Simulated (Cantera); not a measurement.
Charge: 1 mol SiH2Cl2, 2.2 mol NH3, 18 mol N2, equilibrated at 1725 °C and 1.33 mbar.

Method: chemical equilibrium by Gibbs-energy minimisation in Cantera with the NASA 1993 tables (ideal gas, pure condensed phases). Candidate condensed phases: NH4Cl, Si, Si3N4; 28 gas species. The tables' values for SiCl, SiN, SiCl3 are old estimates; treat these amounts as uncertain. The numbers say what is thermodynamically allowed, not how fast it happens.

Question: What is the equilibrium state?

Answer: 
```
Property                              Value
--------------------------------  ---------
x(N2)                                 0.758
x(H2)                                 0.142
x(HCl)                               0.0401
x(Si)                                0.0197
x(SiCl2)                             0.0167
x(H)                                 0.0166
x(Cl)                               0.00348
x(SiCl)                             0.00230
x(SiH)                             0.000185
gas amount                        25.19 mol
log10 activity of Si(l) (absent)      -0.21
```
